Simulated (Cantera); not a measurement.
An isothermal, constant-pressure homogeneous reactor starts with C2H4 : H2 = 1 : 16 (molar parts), at 1000 K and 10.00 Torr. Integrator tolerance rtol = 1e-08.

Detailed kinetics in Cantera: GRI-Mech 3.0 (53 species, 325 reactions). GRI-Mech 3.0 was tuned for natural gas; its chemistry of ethylene as a main component is partial and can be far from experiment. GRI-Mech 3.0 stops at C3 and has no aromatics, soot or wall deposition, so with more carbon than oxygen in the feed, carbon stays in small species such as C2H2 where larger ones or solid carbon would form. Radical loss at walls, strong at low pressure, is not modelled.

| quantity | before | after |
|---|---|---|
| x(C2H4) at 300 s | 0.0487 (gas-phase equilibrium 0.000100) | 0.0220 (gas-phase equilibrium 9.58e-6) |
| x(H2) at 300 s | 0.937 (gas-phase equilibrium 0.875) | 0.908 (gas-phase equilibrium 0.875) |
| x(CH4) at 300 s | 0.00797 (gas-phase equilibrium 0.125) | 0.0628 (gas-phase equilibrium 0.125) |
| x(H) at 300 s | 6.70e-7 (gas-phase equilibrium 1.85e-8) | 1.80e-7 (gas-phase equilibrium 5.71e-9) |
| x(CH3) at 300 s | 1.13e-7 (gas-phase equilibrium 4.56e-8) | 2.21e-7 (gas-phase equilibrium 1.41e-8) |
| x(CH2) at 300 s | <1e-12 (gas-phase equilibrium <1e-12) | <1e-12 (gas-phase equilibrium <1e-12) |
| x(C2H) at 300 s | <1e-12 (gas-phase equilibrium <1e-12) | <1e-12 (gas-phase equilibrium <1e-12) |

Question: Which change was made?
(A) temperature 1000 to 1325 K
(B) C2H4 1 to 7.5 parts
(C) pressure from 10.00 Torr to 105 Torr
(D) C2H4 1 to 4.6 parts

Answer: C, pressure from 10.00 Torr to 105 Torr
